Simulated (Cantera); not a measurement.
A Cantera script and what it prints.

```python
import numpy as np
import cantera as ct

gas_names = [...]  # 113 gases of nasa_gas.yaml made of C, H, O, Ta
cond_names = """
    C(gr) C6H6(L) C7H8(L) C8H18(L),n-octa H2O(s) H2O(L) Ta(cr) Ta(L) TaC(s) TaC(L) Ta2O5(s) Ta2O5(L)
""".split()


# ... load() reads the species with a 1 bar reference pressure and builds the phases ...
atoms = {
    'Ta2O5': {'Ta': 2, 'O': 5},
    'C': {'C': 1},
    'H2': {'H': 2},
}
top_T = {'C(gr)': 4500}  # K; cautious upper limits of use, not melting points


# ... equilibrate(T, P, feed) seeds the gas with the atoms and calls Mixture.equilibrate('TP', solver="vcs", rtol=1e-11, max_steps=5000) ...
results = []
feed = {'Ta2O5': 1, 'C': 5.1, 'H2': 0.74}  # mol
P = 1333.22  # Pa
for T in [1550, 1650, 1750, 1850, 1950, 2050, 2150, 2250, 2350, 2450, 2550]:
    mix = equilibrate(T, P, feed)
    results.append((T, P, feed, dict(zip(mix.species_names, mix.species_moles))))
    x = sorted(zip(gas.X, gas.species_names), reverse=True)
    print(f"T = {T:g} K  P = {P:g} Pa  gas = {mix.phase_moles(0):.4g} mol")
    print("   x: " + "  ".join(f"{s} {v:.3e}" for v, s in x if v > 0.0001))
    print("   condensed (mol): " + ("  ".join(f"{mix.phase(i).name} {mix.phase_moles(i):.4g}"
          for i in range(1, mix.n_phases) if mix.phase_moles(i) > 1e-12) or "none"))
```

It prints:

```
T = 1550 K  P = 1333.22 Pa  gas = 4.382 mol
   x: CO 8.306e-01  H2 1.685e-01  CO2 4.746e-04  H2O 2.693e-04  H 1.120e-04
   condensed (mol): TaC(s) 1.458  Ta2O5(s) 0.271
T = 1650 K  P = 1333.22 Pa  gas = 4.383 mol
   x: CO 8.305e-01  H2 1.684e-01  CO2 4.713e-04  H 3.228e-04  H2O 3.069e-04
   condensed (mol): TaC(s) 1.458  Ta2O5(s) 0.2709
T = 1750 K  P = 1333.22 Pa  gas = 4.384 mol
   x: CO 8.303e-01  H2 1.681e-01  H 8.257e-04  CO2 4.686e-04  H2O 3.433e-04
   condensed (mol): TaC(s) 1.458  Ta2O5(s) 0.2709
T = 1850 K  P = 1333.22 Pa  gas = 4.386 mol
   x: CO 8.299e-01  H2 1.674e-01  H 1.909e-03  CO2 4.663e-04  H2O 3.778e-04
   condensed (mol): TaC(s) 1.458  Ta2O5(s) 0.2709
T = 1950 K  P = 1333.22 Pa  gas = 4.391 mol
   x: CO 8.289e-01  H2 1.661e-01  H 4.046e-03  CO2 4.643e-04  H2O 4.092e-04
   condensed (mol): TaC(s) 1.458  Ta2O5(s) 0.2708
T = 2050 K  P = 1333.22 Pa  gas = 4.4 mol
   x: CO 8.272e-01  H2 1.638e-01  H 7.951e-03  CO2 4.621e-04  H2O 4.359e-04  TaO2 1.698e-04
   condensed (mol): TaC(s) 1.458  Ta2O5(s) 0.2705
T = 2150 K  P = 1333.22 Pa  gas = 5.772 mol
   x: CO 8.647e-01  H2 1.216e-01  H 1.274e-02  CO2 3.356e-04  TaO2 3.092e-04  H2O 2.413e-04
   condensed (mol): Ta(cr) 1.89  TaC(s) 0.1075
T = 2250 K  P = 1333.22 Pa  gas = 5.801 mol
   x: CO 8.610e-01  H2 1.165e-01  H 2.195e-02  TaO2 1.625e-04  CO2 1.594e-04  TaO 1.464e-04  H2O 1.174e-04
   condensed (mol): Ta(cr) 1.894  TaC(s) 0.1044
T = 2350 K  P = 1333.22 Pa  gas = 5.843 mol
   x: CO 8.552e-01  H2 1.088e-01  H 3.563e-02  TaO 2.085e-04
   condensed (mol): Ta(cr) 1.895  TaC(s) 0.1031
T = 2450 K  P = 1333.22 Pa  gas = 5.9 mol
   x: CO 8.469e-01  H2 9.814e-02  H 5.451e-02  TaO 2.877e-04
   condensed (mol): Ta(cr) 1.895  TaC(s) 0.1028
T = 2550 K  P = 1333.22 Pa  gas = 5.974 mol
   x: CO 8.364e-01  H2 8.457e-02  H 7.856e-02  TaO 3.857e-04
   condensed (mol): Ta(cr) 1.895  TaC(s) 0.1029
```

These are equilibrium values from Cantera (NASA tables, ideal gas, pure condensed phases), not measurements of a reactor. Mutual solubility and eutectic melting of coexisting phases are not modelled. TaC: taken at fixed stoichiometry. Condensed phases not in the tables: Ta2C, N, O or C dissolved in the metal.
